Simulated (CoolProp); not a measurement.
Properties of methane along the isobar 2.97 bar.

The numbers come from the reference Helmholtz-energy equation of state, Setzmann 1991 in CoolProp.

```tsv
T (°C)	phase	density (kg/m³)	cp (kJ/(kg K))	speed of sound (m/s)	expansivity (1/kK)	viscosity (µPa s)
-111.05	gas	3.665	2.180	(withheld)	(withheld)	6.41
-93.55	gas	3.276	(withheld)	(withheld)	6.015	7.10
-76.15	gas	2.968	2.142	364.5	5.386	7.76
-58.65	gas	2.713	2.140	(withheld)	4.885	8.40
-41.15	gas	2.500	2.148	(withheld)	4.475	9.02
-23.65	gas	2.319	2.163	(withheld)	4.133	9.63
-6.25	gas	2.163	2.186	425.0	3.843	10.2
11.25	gas	2.027	2.215	438.1	3.592	(withheld)
28.75	gas	1.908	2.251	450.4	3.373	11.3
```

Question: Fill in the missing entries.

Answer: 
- -111.05, speed of sound (m/s): 327.5
- -111.05, expansivity (1/kK): 6.850
- -93.55, cp (kJ/(kg K)): 2.154
- -93.55, speed of sound (m/s): 346.8
- -58.65, speed of sound (m/s): 381.1
- -41.15, speed of sound (m/s): 396.6
- -23.65, speed of sound (m/s): 411.3
- 11.25, viscosity (µPa s): 10.8

Viscosity comes from a separate model (Quiñones-Cisneros 2006).
